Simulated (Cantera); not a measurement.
Thermodynamics of silicon nitride deposition, feed SiHCl3 + NH3 + H2

A closed system holds: 1 mol SiHCl3, 4.4 mol NH3, 0.5 mol H2, held at 1500 °C and 10.0 mbar.

These are equilibrium values from Cantera (NASA tables, ideal gas, pure condensed phases), not measurements of a reactor. Candidate condensed phases: NH4Cl, Si, Si3N4; 28 gas species. The tables' values for SiCl3, SiCl are old estimates; treat these amounts as uncertain. Gases not in the tables: Si2H6 and higher silanes. Kinetics and transport are ignored.

```yaml
x(H2): 0.612
x(N2): 0.194
x(HCl): 0.118
x(SiCl2): 0.0725
x(H): 0.00223
x(SiCl3): 0.000620
x(Cl): 0.000329
x(SiCl): 0.000326
x(Si): 0.000213
n(Si(l)): 0.165 mol
gas_amount: 11.32 mol
```
